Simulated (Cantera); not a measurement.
A closed system holds: 1 mol TiO2, 35 mol H2, held at 248 Torr.

Cantera equilibrium calculation (NASA polynomials, part measured and part estimated; ideal gas, pure solids and liquids). Candidate condensed phases: H2O, Ti, TiO, TiO2, Ti2O3, Ti3O5, Ti4O7; 12 gas species. Rates play no part.

### Question
At 1352 °C, list the 3 most abundant gas species with their mole fractions, and the condensed phases.

### Answer
H2 0.990, H2O 0.00952, H 0.000122. Condensed: Ti3O5(s).
